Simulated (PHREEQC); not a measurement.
A solution holds 0.015 mol CuCl2, 0.016 mol HCl and 0.00037 mol FeCl3 per kg of water, at 25 °C. Closed to the air; pH follows from the charge balance.

Model: ion-association model, phreeqc.dat, run in PHREEQC.

This is a speciation only: nothing precipitates in the calculation.

### Question
Order these Fe species by the share of Fe that they hold, largest first: FeCl+2, FeCl2+, Fe+3, Fe2(OH)2+4, FeOH+2.

### Answer
Fe+3 (54 %), FeCl+2 (30 %), FeOH+2 (13 %), FeCl2+ (2.7 %), Fe2(OH)2+4 (0.19 %)

The pH is 1.87 and the ionic strength 0.0611 mol/kgw. The solution is supersaturated, for example in Hematite (slow to form), Goethite (slow to form), so a real one may precipitate; this is no full list. Complexes and solids missing from the database can't appear.
